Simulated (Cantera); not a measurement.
An isothermal, constant-pressure homogeneous reactor starts with 0.0406 % CO, 0.495 % O₂, 0.495 % H₂O, 99.0 % N₂, at 1400 K and 3750 Torr.

Detailed kinetics in Cantera: GRI-Mech 3.0 (53 species, 325 reactions).

x: mole fraction; the columns are a selection and need not sum to one.

```
t (s)         x CO     x O₂    x H₂O       x H         x O
--------  --------  -------  -------  --------  ----------
8.00e-6   0.000406  0.00495  0.00495  1.02e-12    5.69e-11
2.36e-5   0.000406  0.00495  0.00495  5.83e-12    1.56e-10
6.94e-5   0.000406  0.00495  0.00495  2.97e-11    4.06e-10
0.000204  0.000406  0.00495  0.00495  1.67e-10  (withheld)
0.000601  0.000406  0.00495  0.00495   2.05e-9  (withheld)
0.00177   0.000391  0.00494  0.00494   4.96e-7  (withheld)
0.00521   0.000119  0.00480  0.00493   7.27e-7  (withheld)
0.0153     1.55e-5  0.00475  0.00494   5.74e-8  (withheld)
0.0452     1.11e-6  0.00475  0.00495   3.77e-9  (withheld)
0.133      3.33e-8  0.00475  0.00495  4.84e-10  (withheld)
0.392      2.66e-9  0.00475  0.00495  2.67e-10     2.95e-8
1.15       2.60e-9  0.00475  0.00495  2.65e-10     2.93e-8
3.40       2.60e-9  0.00475  0.00495  2.65e-10     2.93e-8
10.0       2.60e-9  0.00475  0.00495  2.65e-10     2.93e-8
```

**Question.** Complete the blanks.

**Answer.** 
- 0.000204, x O: 1.23e-9
- 0.000601, x O: 1.13e-8
- 0.00177, x O: 2.77e-6
- 0.00521, x O: 5.24e-6
- 0.0153, x O: 9.53e-7
- 0.0452, x O: 1.69e-7
- 0.133, x O: 4.50e-8
